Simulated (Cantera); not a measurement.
An adiabatic, constant-volume homogeneous reactor starts with CH₄ : C₂H₆ : O₂ : N₂ : H₂O = 1 : 0.039 : 3.75 : 14.1 : 1.6 (molar parts), equivalence ratio 0.57, at 1450 K and 5100 Torr. Integrator tolerance rtol = 1e-08.

Computed with Cantera and GRI-Mech 3.0 (53 species, 325 reactions).

Q: What does this change do: constant pressure in place of constant volume?

A: 
| quantity | before | after |
|---|---|---|
| time of steepest temperature rise | 0.189 ms | 0.202 ms |
| temperature at 1.00 s | 2609 K | 2420 K |
| equilibrium temperature | 2609 K | 2420 K |
| x(CH₄) at 1.00 s | <1e-12 (gas-phase equilibrium <1e-12) | <1e-12 (gas-phase equilibrium <1e-12) |
| x(C₂H₆) at 1.00 s | <1e-12 (gas-phase equilibrium <1e-12) | <1e-12 (gas-phase equilibrium <1e-12) |
| x(O₂) at 1.00 s | 0.0699 (gas-phase equilibrium 0.0699) | 0.0721 (gas-phase equilibrium 0.0721) |
| x(H₂O) at 1.00 s | 0.173 (gas-phase equilibrium 0.173) | 0.176 (gas-phase equilibrium 0.176) |
| x(NO₂) at 1.00 s | 2.39e-5 (gas-phase equilibrium 2.39e-5) | 1.61e-5 (gas-phase equilibrium 1.61e-5) |
| x(CO₂) at 1.00 s | 0.0488 (gas-phase equilibrium 0.0488) | 0.0506 (gas-phase equilibrium 0.0506) |
| x(H) at 1.00 s | 0.000492 (gas-phase equilibrium 0.000492) | 0.000215 (gas-phase equilibrium 0.000215) |

Q: What does this change do: 0.044 parts H2 added?

A: 
| quantity | before | after |
|---|---|---|
| time of steepest temperature rise | 0.189 ms | 0.157 ms |
| temperature at 1.00 s | 2609 K | 2618 K |
| equilibrium temperature | 2609 K | 2618 K |
| x(CH₄) at 1.00 s | <1e-12 (gas-phase equilibrium <1e-12) | <1e-12 (gas-phase equilibrium <1e-12) |
| x(C₂H₆) at 1.00 s | <1e-12 (gas-phase equilibrium <1e-12) | <1e-12 (gas-phase equilibrium <1e-12) |
| x(O₂) at 1.00 s | 0.0699 (gas-phase equilibrium 0.0699) | 0.0687 (gas-phase equilibrium 0.0687) |
| x(H₂O) at 1.00 s | 0.173 (gas-phase equilibrium 0.173) | 0.174 (gas-phase equilibrium 0.174) |
| x(NO₂) at 1.00 s | 2.39e-5 (gas-phase equilibrium 2.39e-5) | 2.36e-5 (gas-phase equilibrium 2.36e-5) |
| x(CO₂) at 1.00 s | 0.0488 (gas-phase equilibrium 0.0488) | 0.0486 (gas-phase equilibrium 0.0486) |
| x(H) at 1.00 s | 0.000492 (gas-phase equilibrium 0.000492) | 0.000524 (gas-phase equilibrium 0.000524) |
